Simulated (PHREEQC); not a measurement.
1 kg of water holding 0.35 mol NaCl, 0.057 mol NaOH, 0.023 mol Na2CO3 and 0.25 mol Na2SO4 is evaporated at 25 °C; the solids stay in contact with the brine. CO2 is held at log p = -3.4 (atm). The run lets Burkeite, Halite, Mirabilite, Nahcolite, Natron, Thenardite, Trona precipitate or redissolve, and no other solid.

The series has 18 steps of water left (kg), from 1 to 0.03525.

Equilibrium calculation in PHREEQC: Pitzer model, pitzer.dat.

Task: Which solids form, in which order, and at which step of the series does each first stand?

Result: Mirabilite from water left = 0.1334 kg (pH 9.64), last present at water left = 0.1334 kg; Thenardite from water left = 0.116 kg (pH 9.65); Halite from water left = 0.06431 kg (pH 9.70); Trona from water left = 0.06431 kg (pH 9.70).

Complexes and solids missing from the database can't appear.
